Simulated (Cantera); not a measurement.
Mixture: 10.2 % CH₄, 1.73 % C₂H₆, 0.703 % C₃H₈, 15.8 % O₂, 55.3 % N₂, 16.3 % H₂O, equivalence ratio 1.9, at 1.00 atm, adiabatic and at constant volume. Ignition delay is the time to a rise of 400 K.

Detailed kinetics in Cantera: GRI-Mech 3.0 (53 species, 325 reactions).

Q: Predict: delay at 1098 K; delay at 1173 K; delay at 1248 K; delay at 1323 K; delay at 1398 K; delay at 1473 K; apparent activation energy between 1323 and 1473 K.

A: 
- delay at 1098 K = 15.1 ms
- delay at 1173 K = 5.84 ms
- delay at 1248 K = 2.47 ms
- delay at 1323 K = 1.08 ms
- delay at 1398 K = 0.501 ms
- delay at 1473 K = 0.249 ms
- apparent activation energy between 1323 and 1473 K = 160 kJ/mol
